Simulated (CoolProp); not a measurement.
Properties of oxygen along the isotherm -169.35 °C.

Values from CoolProp's reference Helmholtz-energy equation of state, Schmidt 1985.

```json
[
 {"p (MPa)": "0.841", "phase": "liquid", "expansivity (1/kK)": "5.144", "conductivity (mW/(m K))": "131"},
 {"p (MPa)": "1.68", "phase": "liquid", "expansivity (1/kK)": "5.061", "conductivity (mW/(m K))": "132"},
 {"p (MPa)": "2.52", "phase": "liquid", "expansivity (1/kK)": "4.982", "conductivity (mW/(m K))": "133"},
 {"p (MPa)": "3.36", "phase": "liquid", "expansivity (1/kK)": "4.907", "conductivity (mW/(m K))": "134"},
 {"p (MPa)": "4.21", "phase": "liquid", "expansivity (1/kK)": "4.834", "conductivity (mW/(m K))": "135"},
 {"p (MPa)": "5.05", "phase": "liquid", "expansivity (1/kK)": "4.765", "conductivity (mW/(m K))": "135"},
 {"p (MPa)": "5.89", "phase": "liquid", "expansivity (1/kK)": "4.699", "conductivity (mW/(m K))": "136"},
 {"p (MPa)": "6.73", "phase": "liquid", "expansivity (1/kK)": "4.636", "conductivity (mW/(m K))": "137"},
 {"p (MPa)": "7.57", "phase": "liquid", "expansivity (1/kK)": "4.575", "conductivity (mW/(m K))": "138"}
]
```

Thermal conductivity comes from a separate model (Lemmon 2004).
